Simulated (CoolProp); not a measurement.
A single-stage vapour-compression cycle with sulfur dioxide: evaporating at 229.15 K (dew point), condensing at 297.15 K (bubble point), superheat 5 K, subcooling 0 K, compressor efficiency 0.8, no pressure losses. Each further row changes one setting.

Model: reference Helmholtz-energy equation of state, Gao 2016, in CoolProp.

```tsv
case	cooling COP	pressure ratio	discharge temperature (K)	refrigerating effect (kJ/kg)	volumetric capacity (kJ/m³)
as stated	1.99	22.4	487.4	328	184
evaporating temperature 234.15 K	[?]	16.5	466.1	[?]	[?]
condensing temperature 292.15 K	2.20	18.8	470.5	335	188
subcooling 5 K	2.04	22.4	487.4	335	188
superheat 15 K	1.95	22.4	[?]	[?]	[?]
compressor efficiency 0.7	[?]	22.4	[?]	328	184
```

### Question
Complete the blanks.

### Answer

- evaporating temperature 234.15 K, cooling COP: 2.26
- evaporating temperature 234.15 K, refrigerating effect (kJ/kg): 331
- evaporating temperature 234.15 K, volumetric capacity (kJ/m³): 247
- superheat 15 K, discharge temperature (K): 504.6
- superheat 15 K, refrigerating effect (kJ/kg): 334
- superheat 15 K, volumetric capacity (kJ/m³): 180
- compressor efficiency 0.7, cooling COP: 1.75
- compressor efficiency 0.7, discharge temperature (K): 519.3
